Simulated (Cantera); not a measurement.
Charge: 1 mol Fe2O3, 12 mol CO, 0.13 mol N2, at 21.0 mbar.

Cantera equilibrium calculation (NASA polynomials, part measured and part estimated; ideal gas, pure solids and liquids). Candidate condensed phases: C, Fe, Fe(CO)5, FeO, Fe2O3, Fe3O4; 27 gas species. Each liquid is taken as pure. Mutual solubility and eutectic melting of coexisting phases are not modelled. The tables' stoichiometric FeO is somewhat more stable than real wüstite, so its field is too wide. FeO: taken at fixed stoichiometry. The numbers say what is thermodynamically allowed, not how fast it happens. All values below are at 1650 °C.

Base state: CO 0.887, CO2 0.0957, N2 0.0106, Fe 0.00705, FeO 5.38e-5 (mole fractions); condensed: Fe(l) + FeO(l).

Question: What changes in the equilibrium state with this change: CO from 12 to 2.6 mol?

Answer: 
```csv
species,before,after
CO,0.887,0.584
CO2,0.0957,0.367
N2,0.0106,0.0476
Fe,0.00705,0.00121
FeO,5.38e-5,5.38e-5
"Fe(l), mol",0.0832,0
"FeO(l), mol",1.83,2.00
```

Question: What changes in the equilibrium state with this change: pressure from 21.0 mbar to 13.0 Pa?

Answer: 
```
species       before     after
-----------  -------  --------
CO             0.887     0.641
CO2           0.0957     0.208
Fe           0.00705     0.138
N2            0.0106   0.00918
O2           2.54e-7  0.000370
O            1.26e-6  0.000610
FeO          5.38e-5   0.00316
NO           7.86e-7   2.78e-5
Fe(l), mol    0.0832         0
FeO(l), mol     1.83         0
```
